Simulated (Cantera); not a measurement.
Feed: 1 mol Si₃N₄, 0.0034 mol Si, 3.1 mol N₂, at 9.50 mbar.

Equilibrium computed with Cantera from the NASA thermochemical tables; the gas is ideal and each condensed phase is pure. Candidate condensed phases: Si, Si₃N₄; 7 gas species. The tables' values for SiN are old estimates; treat these amounts as uncertain. The numbers say what is thermodynamically allowed, not how fast it happens.

log p: log10 of the partial pressure in bar; n: condensed amount in mol.

| T (K) | log p N₂ | log p Si | log p Si₂N | log p SiN | log p Si₂ | log p Si₃ | n Si₃N₄(s) | n Si(l) |
|---|---|---|---|---|---|---|---|---|
| 1675 | -2.02 | -7.01 | -8.59 | -8.20 | -10.06 | -11.31 | 1.00 | 0 |
| 1725 | -2.02 | -6.39 | -7.80 | -7.65 | -9.10 | -10.10 | 1.00 | 0 |
| 1775 | -2.02 | ___ | ___ | -7.13 | ___ | ___ | 1.00 | 0 |
| 1825 | -2.02 | -5.34 | -6.54 | -6.74 | -7.53 | -8.16 | 0 | 3.00 |
| 1875 | -2.02 | ___ | ___ | -6.50 | ___ | ___ | 0 | 3.00 |
| 1925 | -2.02 | -4.76 | -6.13 | -6.27 | -6.83 | -7.48 | 0 | 2.99 |
| 1975 | -2.02 | -4.49 | -5.93 | -6.06 | -6.50 | -7.16 | 0 | 2.98 |
| 2025 | -2.03 | -4.23 | -5.75 | -5.86 | -6.19 | -6.87 | 0 | 2.97 |
| 2075 | -2.03 | -3.99 | -5.58 | -5.66 | -5.90 | -6.59 | 0 | 2.94 |

Problem. Fill in the missing entries.

Solution. 
- 1875, log p Si: -5.04
- 1875, log p Si₂N: -6.33
- 1875, log p Si₂: -7.17
- 1875, log p Si₃: -7.81
- 1775, log p Si: -5.80
- 1775, log p Si₂N: -7.06
- 1775, log p Si₂: -8.19
- 1775, log p Si₃: -8.95
